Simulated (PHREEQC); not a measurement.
Dissolve 0.11 mol AgF, 0.014 mol HNO3 and 0.15 mol Cu(NO3)2 per kg of water at 15 °C. Closed to the air; pH follows from the charge balance.

All values are PHREEQC results (ion-association model, wateq4f.dat), not measurements.

```json
[
 {"quantity": "pH", "before": "3.62", "after": "3.82"},
 {"quantity": "ionic strength (mol/kgw)", "before": "0.493", "after": "0.488"}
]
```

Task: What was changed between the two runs?
A. AgF left out
B. Cu(NO3)2 left out
C. temperature from 15 to 20 °C
D. Cu(NO3)2 from 0.15 to 0.3 mol/kgw
E. temperature from 15 to 45 °C

Result: E, temperature from 15 to 45 °C

No solid was allowed to form. Some of these states are supersaturated (in CuF2:2H2O, for instance). At this temperature some constants are extrapolated from 25 °C, and those without enthalpy data are left unchanged.
